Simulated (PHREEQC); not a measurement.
A solution holds 3.4 mol/kgw K2CO3, 0.026 mol/kgw H3BO3 and 0.17 mol/kgw NaCl, at 25 °C. Closed to the air; pH follows from the charge balance.

All values are PHREEQC results (Pitzer model, pitzer.dat), not measurements.

The pH is 12.16, the ionic strength is 10.3 mol/kgw and the activity of water is 0.806. The density is 1.288 g/cm³, the osmotic coefficient is 1.132 and the total alkalinity is 6800 meq/kg.

| species | molality | activity | log γ |
|---|---|---|---|
| K+ | 6.80 | 3.40 | -0.301 |
| CO3-2 | 3.37 | 0.785 | -0.633 |
| Cl- | 0.170 | 0.124 | -0.135 |
| Na+ | 0.170 | 0.0409 | -0.619 |
| HCO3- | 0.0283 | 0.0120 | -0.374 |
| B(OH)4- | 0.0258 | 0.0155 | -0.223 |
| OH- | 0.00246 | 0.0117 | 0.677 |
| B(OH)3 | 0.000156 | 2.32e-5 | -0.828 |
| B3O3(OH)4- | 1.38e-8 | 8.16e-10 | -1.227 |
| CO2 | 1.10e-8 | 2.27e-8 | 0.313 |
| B4O5(OH)4-2 | 9.39e-9 | 8.34e-11 | -2.052 |

This is a speciation only: nothing precipitates in the calculation. In brines, pH and single-ion activities rest on the MacInnes convention.
